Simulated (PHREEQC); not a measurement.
## Brine: an equilibrium model

Dissolve 0.84 mol/kgw HCl, 0.86 mol/kgw MnCl2 and 0.00068 mol/kgw H4SiO4 at 25 °C. Closed to the air; pH follows from the charge balance.

Computed with PHREEQC (Pitzer model, pitzer.dat).

Each row changes one thing in this solution. This is a speciation only: nothing precipitates in the calculation.

| case | pH | SI of SiO2(a) (SiO2) |
|---|---|---|
| as made | -0.16 | -0.43 |
| diluted 100-fold with water | [?] | -2.51 |
| 0.01 mol/kgw Ca(HCO3)2 added | -0.14 | -0.43 |
| MnCl2 from 0.86 to 0.43 mol/kgw | [?] | -0.46 |
| HCl from 0.84 to 0.084 mol/kgw | [?] | -0.46 |
| H4SiO4 replaced by Na2SiO3 at the same molality | -0.16 | -0.43 |
| 0.19 mol/kgw Na2SO4 added | -0.10 | [?] |

**Question.** What belongs in the gaps?

**Answer.** 
- diluted 100-fold with water, pH: 2.15
- MnCl2 from 0.86 to 0.43 mol/kgw, pH: -0.03
- HCl from 0.84 to 0.084 mol/kgw, pH: 1.02
- 0.19 mol/kgw Na2SO4 added, SI of SiO2(a) (SiO2): -0.41

In brines, pH and single-ion activities rest on the MacInnes convention.
